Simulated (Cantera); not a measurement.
An adiabatic, constant-pressure homogeneous reactor starts with H₂ : O₂ : N₂ = 1 : 1.56 : 12.3 (molar parts), at 1498 K and 0.651 atm.

Model: the H2/O2 subset of GRI-Mech 3.0, which has no nitrogen chemistry, integrated in Cantera.

Question: Predict: time of steepest temperature rise; temperature at 2.00 s; equilibrium temperature; x(H₂) at 2.00 s; x(O₂) at 2.00 s; x(OH) at 2.00 s; x(HO₂) at 2.00 s; x(H₂O₂) at 2.00 s; x(H₂O) at 2.00 s; x(H) at 2.00 s.

Answer: 
```json
{
  "time_of_steepest_temperature_rise": "43.3 µs",
  "temperature at 2.00 s": "1968 K",
  "equilibrium_temperature": "1968 K",
  "x(H₂) at 2.00 s": "7.09e-5 (gas-phase equilibrium 7.09e-5)",
  "x(O₂) at 2.00 s": "0.0734 (gas-phase equilibrium 0.0734)",
  "x(OH) at 2.00 s": "0.00124 (gas-phase equilibrium 0.00124)",
  "x(HO₂) at 2.00 s": "8.44e-7 (gas-phase equilibrium 8.44e-7)",
  "x(H₂O₂) at 2.00 s": "2.53e-8 (gas-phase equilibrium 2.53e-8)",
  "x(H₂O) at 2.00 s": "0.0689 (gas-phase equilibrium 0.0689)",
  "x(H) at 2.00 s": "1.36e-5 (gas-phase equilibrium 1.36e-5)"
}
```
